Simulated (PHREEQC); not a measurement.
# Phosphoric acid bath

Dissolve 0.064 mol/kgw NaH2PO4, 0.0011 mol/kgw HNO3 and 0.0025 mol/kgw H3AsO4 at 25 °C. Closed to the air; pH follows from the charge balance.

All values are PHREEQC results (ion-association model, wateq4f.dat), not measurements.

```
Item                       Value
----------------  --------------
pH                          3.38
ionic strength    0.0645 mol/kgw
total alkalinity    -3.60 meq/kg
```

```tsv
species	molality	activity	log γ
Na+	0.0640	0.0517	-0.092
H2PO4-	0.0610	0.0497	-0.089
H3PO4	0.00298	0.00302	0.006
H2AsO4-	0.00235	0.00189	-0.093
NO3-	0.00110	0.000866	-0.104
H+	0.000490	0.000413	-0.074
H3AsO4	0.000154	0.000156	0.006
HPO4-2	1.73e-5	7.47e-6	-0.366
NaHPO4-	9.25e-7	7.53e-7	-0.089
HAsO4-2	7.49e-7	3.17e-7	-0.374
```

No solid was allowed to form. Species that the database lacks are ignored. H3PO4, which wateq4f.dat lacks, is added to it with the constant of phreeqc.dat.
